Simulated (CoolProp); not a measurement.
Vapour-liquid equilibrium of R152A (1) + isobutene (2) at 1.55 °C; x and y are mole fractions of (1).

Values from CoolProp's multi-fluid Helmholtz-energy mixture model, Outcalt 1996 and Lemmon 2005; pair parameters Bell 2016.

```
x      bubble pressure, mixture model (MPa)  bubble pressure, Raoult's law (MPa)  y, mixture model  y, Raoult's law
-----  ------------------------------------  -----------------------------------  ----------------  ---------------
0.05                                 0.1666                               0.1469             0.191            0.095
0.125                                0.1975                               0.1573             0.357            0.222
0.2                                  0.2205                               0.1678             0.456            0.333
0.275                                0.2377                               0.1782             0.524            0.431
0.35                                 0.2508                               0.1886             0.575            0.518
0.425                                0.2610                               0.1991             0.617            0.596
0.5                                  0.2691                               0.2095             0.654            0.666
0.575                                0.2756                               0.2199             0.690            0.730
0.65                                 0.2807                               0.2303             0.726            0.787
0.725                                0.2844                               0.2408             0.766            0.840
0.8                                  0.2865                               0.2512             0.811            0.889
0.875                                0.2865                               0.2616             0.867            0.933
0.95                                 0.2835                               0.2721             0.939            0.974
```

The largest gap from Raoult's law is +33.4 % in bubble pressure, at x = 0.275. y crosses x between x = 0.8 and 0.875: the model has an azeotrope there.

The pair parameters rest on a limited set of measurements; away from them the model extrapolates.
